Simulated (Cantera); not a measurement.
A Cantera script and what it prints.

```python
import numpy as np
import cantera as ct

gas_names = """
    CL CL2 H HCL H2 N NH NH2 NH3 N2 N2H2 N2H4 Si SiCL SiCL2 SiCL3 SiCL4 SiH SiHCL3 SiH2 SiH2CL2 SiH3
    SiH3CL SiH4 SiN Si2 Si2N Si3
""".split()
cond_names = """
    NH4CL(a) NH4CL(b) Si(cr) Si(L) Si3N4(a)
""".split()


# ... load() reads the species with a 1 bar reference pressure and builds the phases ...
atoms = {
    'Si2Cl6': {'Si': 2, 'CL': 6},
    'NH3': {'N': 1, 'H': 3},
    'N2': {'N': 2},
}
top_T = {'Si3N4(a)': 2400}  # K; cautious upper limits of use, not melting points


# ... equilibrate(T, P, feed) seeds the gas with the atoms and calls Mixture.equilibrate('TP', solver="vcs", rtol=1e-11, max_steps=5000) ...
results = []
P = 99  # Pa
for T in [823, 923, 1023, 1123, 1223, 1323, 1423, 1523, 1623, 1723, 1823, 1923, 2023, 2123]:
    for m in [0.97, 1.6, 2.6, 4.2, 6.9, 11, 18, 30, 49]:
        feed = {'Si2Cl6': 1, 'NH3': 7.7, 'N2': m}  # mol
        mix = equilibrate(T, P, feed)
        results.append((T, P, feed, dict(zip(mix.species_names, mix.species_moles))))

for T, P, feed, n in results:
    print(f"{T:7g} {feed['N2']:10.4g}  " + (" + ".join(c for c in cond_names if n.get(c, 0) > 1e-12) or "gas only"))
```

Result:

```
    823       0.97  Si3N4(a)
    823        1.6  Si3N4(a)
    823        2.6  Si3N4(a)
    823        4.2  Si3N4(a)
    823        6.9  Si3N4(a)
    823         11  Si3N4(a)
    823         18  Si3N4(a)
    823         30  Si3N4(a)
    823         49  Si3N4(a)
    923       0.97  Si3N4(a)
    923        1.6  Si3N4(a)
    923        2.6  Si3N4(a)
    923        4.2  Si3N4(a)
    923        6.9  Si3N4(a)
    923         11  Si3N4(a)
    923         18  Si3N4(a)
    923         30  Si3N4(a)
    923         49  Si3N4(a)
   1023       0.97  Si3N4(a)
   1023        1.6  Si3N4(a)
   1023        2.6  Si3N4(a)
   1023        4.2  Si3N4(a)
   1023        6.9  Si3N4(a)
   1023         11  Si3N4(a)
   1023         18  Si3N4(a)
   1023         30  Si3N4(a)
   1023         49  Si3N4(a)
   1123       0.97  Si3N4(a)
   1123        1.6  Si3N4(a)
   1123        2.6  Si3N4(a)
   1123        4.2  Si3N4(a)
   1123        6.9  Si3N4(a)
   1123         11  Si3N4(a)
   1123         18  Si3N4(a)
   1123         30  Si3N4(a)
   1123         49  Si3N4(a)
   1223       0.97  Si3N4(a)
   1223        1.6  Si3N4(a)
   1223        2.6  Si3N4(a)
   1223        4.2  Si3N4(a)
   1223        6.9  Si3N4(a)
   1223         11  Si3N4(a)
   1223         18  Si3N4(a)
   1223         30  Si3N4(a)
   1223         49  Si3N4(a)
   1323       0.97  Si3N4(a)
   1323        1.6  Si3N4(a)
   1323        2.6  Si3N4(a)
   1323        4.2  Si3N4(a)
   1323        6.9  Si3N4(a)
   1323         11  Si3N4(a)
   1323         18  Si3N4(a)
   1323         30  Si3N4(a)
   1323         49  Si3N4(a)
   1423       0.97  Si3N4(a)
   1423        1.6  Si3N4(a)
   1423        2.6  Si3N4(a)
   1423        4.2  Si3N4(a)
   1423        6.9  Si3N4(a)
   1423         11  Si3N4(a)
   1423         18  Si3N4(a)
   1423         30  Si3N4(a)
   1423         49  Si3N4(a)
   1523       0.97  Si3N4(a)
   1523        1.6  Si3N4(a)
   1523        2.6  Si3N4(a)
   1523        4.2  Si3N4(a)
   1523        6.9  Si3N4(a)
   1523         11  Si3N4(a)
   1523         18  Si3N4(a)
   1523         30  Si3N4(a)
   1523         49  Si3N4(a)
   1623       0.97  Si(cr)
   1623        1.6  Si(cr)
   1623        2.6  Si(cr)
   1623        4.2  Si(cr)
   1623        6.9  Si(cr)
   1623         11  Si3N4(a)
   1623         18  Si3N4(a)
   1623         30  Si3N4(a)
   1623         49  Si3N4(a)
   1723       0.97  Si(L)
   1723        1.6  Si(L)
   1723        2.6  Si(L)
   1723        4.2  Si(L)
   1723        6.9  Si(L)
   1723         11  Si(L)
   1723         18  Si(L)
   1723         30  Si(L)
   1723         49  Si(L)
   1823       0.97  Si(L)
   1823        1.6  Si(L)
   1823        2.6  Si(L)
   1823        4.2  Si(L)
   1823        6.9  Si(L)
   1823         11  Si(L)
   1823         18  Si(L)
   1823         30  gas only
   1823         49  gas only
   1923       0.97  gas only
   1923        1.6  gas only
   1923        2.6  gas only
   1923        4.2  gas only
   1923        6.9  gas only
   1923         11  gas only
   1923         18  gas only
   1923         30  gas only
   1923         49  gas only
   2023       0.97  gas only
   2023        1.6  gas only
   2023        2.6  gas only
   2023        4.2  gas only
   2023        6.9  gas only
   2023         11  gas only
   2023         18  gas only
   2023         30  gas only
   2023         49  gas only
   2123       0.97  gas only
   2123        1.6  gas only
   2123        2.6  gas only
   2123        4.2  gas only
   2123        6.9  gas only
   2123         11  gas only
   2123         18  gas only
   2123         30  gas only
   2123         49  gas only
```

Equilibrium computed with Cantera from the NASA thermochemical tables; the gas is ideal and each condensed phase is pure. The feed counts by its element totals alone. The tables' values for SiCl3 are old estimates.
